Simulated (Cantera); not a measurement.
An isothermal, constant-pressure homogeneous reactor starts with C2H4 : H2 = 1 : 15 (molar parts), at 1748 K and 0.00110 bar.

Model: GRI-Mech 3.0 (53 species, 325 reactions), integrated in Cantera. GRI-Mech 3.0 was tuned for natural gas; its chemistry of ethylene as a main component is partial and can be far from experiment. GRI-Mech 3.0 stops at C3 and has no aromatics, soot or wall deposition, so with more carbon than oxygen in the feed, carbon stays in small species such as C2H2 where larger ones or solid carbon would form. Radical loss at walls, strong at low pressure, is not modelled.

Question: Predict: x(C2H4) at 1.00 s; x(H2) at 1.00 s; x(CH4) at 1.00 s; x(H) at 1.00 s.

Answer: 
```json
{
 "x(C2H4) at 1.00 s": "4.91e-5 (gas-phase equilibrium 2.03e-6)",
 "x(H2) at 1.00 s": "0.941 (gas-phase equilibrium 0.935)",
 "x(CH4) at 1.00 s": "3.30e-6 (gas-phase equilibrium 2.07e-5)",
 "x(H) at 1.00 s": "0.000265 (gas-phase equilibrium 0.00671)"
}
```
